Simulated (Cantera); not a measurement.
A perfectly stirred reactor is fed with N2O : H2O : N2 = 1 : 0.03 : 0.0027 (molar parts), at 0.0133 bar; it is held at 1623 K, and followed from long to short residence time.

Model: GRI-Mech 3.0 (53 species, 325 reactions), integrated in Cantera. GRI-Mech 3.0 was tuned for natural gas; its chemistry of N2O as a main component is partial and can be far from experiment. Radical loss at walls, strong at low pressure, is not modelled. The temperature is held fixed by assumption; the heat of reaction is taken as removed at once.

x: mole fraction; the columns are a selection and need not sum to one.

```tsv
τ (s)	x N2O	x H2O	x O	x N2	x O2	x NO2	x NO
4.3	0.0445	0.0198	0.000172	0.552	0.239	8.47e-5	0.143
1.9	?	0.0203	0.000178	0.520	0.224	?	0.140
0.83	0.191	0.0212	0.000185	0.461	0.197	0.000236	0.129
0.36	0.349	0.0228	0.000193	0.366	0.155	0.000397	0.106
0.16	0.539	0.0246	0.000200	0.254	0.106	0.000556	0.0751
0.068	0.722	0.0264	0.000206	0.146	0.0603	0.000599	0.0437
0.030	0.841	0.0276	0.000210	0.0766	0.0308	0.000471	0.0227
0.013	0.909	0.0283	0.000212	0.0372	0.0142	0.000263	0.0107
0.0057	0.941	0.0286	0.000212	?	?	?	?
0.0025	0.957	0.0288	0.000207	0.00938	0.00265	2.63e-5	0.00215
0.0011	0.963	0.0289	0.000196	0.00550	0.00107	3.89e-6	0.000908
```

Complete the blanks.


- 1.9, x N2O: 0.0947
- 1.9, x NO2: 0.000135
- 0.0057, x N2: 0.0181
- 0.0057, x O2: 0.00627
- 0.0057, x NO2: 0.000103
- 0.0057, x NO: 0.00488
